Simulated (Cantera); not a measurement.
What does this Cantera script print?

```python
import numpy as np
import cantera as ct

gas = ct.Solution("gri30.yaml")
gas.TPX = 1575, 100000, {'C3H8': 1, 'H2': 39}
inlet = ct.Reservoir(gas, clone=True)

reactor = ct.IdealGasConstPressureReactor(gas, energy="off", clone=False)
exhaust = ct.Reservoir(gas, clone=True)
tau = [25, 11, 4.5, 1.9, 0.82, 0.35, 0.15, 0.064, 0.028, 0.012, 0.005][0]
for a, b in ((inlet, reactor), (reactor, exhaust)):
    ct.MassFlowController(a, b, mdot=lambda t: reactor.mass / tau)
net = ct.ReactorNet([reactor])
show = ['C3H8', 'H2', 'CH2', 'C2H4', 'CH4']

rows = []
print(f"{'tau/s':>10s}{'T/K':>9s}" + "".join(f"{s:>11s}" for s in show))
for tau in [25, 11, 4.5, 1.9, 0.82, 0.35, 0.15, 0.064, 0.028, 0.012, 0.005]:
    net.initial_time = 0.0
    net.advance(30 * tau)
    before = gas.X
    net.advance(40 * tau)
    drift = np.max(np.abs(gas.X - before) / (gas.X + 1e-9))
    rows.append([gas.T, *gas[show].X, drift])
    print(f"{tau:10.3e}{gas.T:9.1f}" + "".join(f"{x:11.3e}" for x in gas[show].X))
```

Output:

```
     tau/s      T/K       C3H8         H2        CH2       C2H4        CH4
 2.500e+01   1575.0  6.959e-08  9.427e-01  1.437e-09  1.792e-03  4.165e-02
 1.100e+01   1575.0  1.523e-07  9.429e-01  1.442e-09  1.812e-03  4.131e-02
 4.500e+00   1575.0  3.637e-07  9.433e-01  1.455e-09  1.861e-03  4.053e-02
 1.900e+00   1575.0  8.439e-07  9.441e-01  1.491e-09  1.956e-03  3.903e-02
 8.200e-01   1575.0  1.896e-06  9.453e-01  1.590e-09  2.115e-03  3.671e-02
 3.500e-01   1575.0  4.206e-06  9.468e-01  1.848e-09  2.340e-03  3.387e-02
 1.500e-01   1575.0  8.998e-06  9.482e-01  2.435e-09  2.618e-03  3.132e-02
 6.400e-02   1575.0  1.865e-05  9.491e-01  3.626e-09  2.971e-03  2.949e-02
 2.800e-02   1575.0  3.674e-05  9.497e-01  5.780e-09  3.452e-03  2.841e-02
 1.200e-02   1575.0  7.192e-05  9.500e-01  9.729e-09  4.201e-03  2.781e-02
 5.000e-03   1575.0  1.416e-04  9.500e-01  1.694e-08  5.413e-03  2.749e-02
```

Model: GRI-Mech 3.0 (53 species, 325 reactions), integrated in Cantera. GRI-Mech 3.0 was tuned for natural gas; its chemistry of propane as a main component is partial and can be far from experiment. GRI-Mech 3.0 stops at C3 and has no aromatics, soot or wall deposition, so with more carbon than oxygen in the feed, carbon stays in small species such as C2H2 where larger ones or solid carbon would form.
